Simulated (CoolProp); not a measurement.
Computed with CoolProp (reference Helmholtz-energy equation of state, Zhou 2016).

Question: For R245ca, give the phase and the density (kg/m³), Joule-Thomson coefficient (K/MPa), isothermal compressibility (1/MPa), expansivity (1/kK) at 321.8 K and 0.101 MPa.

Answer: 
- 321.8 K and 0.101 MPa: gas; density 5.21, Joule-Thomson coefficient 21.9, isothermal compressibility 10.2, expansivity 3.45
